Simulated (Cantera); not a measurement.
## Thermodynamics of oxide etching and cleaning by halides, feed Fe2O3 + HCl + N2

A closed system holds: 1 mol Fe2O3, 9.3 mol HCl, 11 mol N2, at 773.15 K.

These are equilibrium values from Cantera (NASA tables, ideal gas, pure condensed phases), not measurements of a reactor. Candidate condensed phases: Fe, FeCl2, FeCl3, FeO, Fe(OH)2, Fe(OH)3, Fe2O3, Fe3O4, H2O, NH4Cl; 37 gas species. Condensed phases not in the tables: FeOCl. The numbers say what is thermodynamically allowed, not how fast it happens.

From 1.00e-5 bar to 0.280 bar the condensed part is Fe2O3(s). At 1.00 bar the condensed part is FeCl2(s) + Fe2O3(s). The main Fe-bearing gas is FeCl2 at 1.00e-5 bar and Fe2Cl6 at 1.00 bar. The share of Fe in condensed phases is highest at 1.00e-5 bar (99.0 %) and lowest at 1.00 bar (89.8 %).

```csv
P (Pa),log p N2,log p HCl,log p H2O,log p FeCl3,log p Fe2Cl6,n Fe2O3(s),n FeCl2(s)
1,-5.27,-5.34,-7.82,-8.37,-14.33,0.990,0
3.60,-4.71,-4.79,-7.21,-7.63,-12.85,0.988,0
13,-4.15,-4.23,-6.57,-6.91,-11.40,0.986,0
46,-3.60,-3.68,-5.94,-6.21,-10.02,0.983,0
170,-3.04,-3.11,-5.27,-5.51,-8.61,0.979,0
600,-2.49,-2.57,-4.63,-4.84,-7.28,0.973,0
2200,-1.92,-2.01,-3.95,-4.17,-5.92,0.966,0
7700,-1.38,-1.46,-3.29,-3.54,-4.67,0.955,0
28000,-0.82,-0.91,-2.57,-2.95,-3.49,0.935,0
100000,-0.26,-0.37,-1.82,-2.45,-2.49,0.898,0.00137
```
log p: log10 of the partial pressure in bar; n: condensed amount in mol.
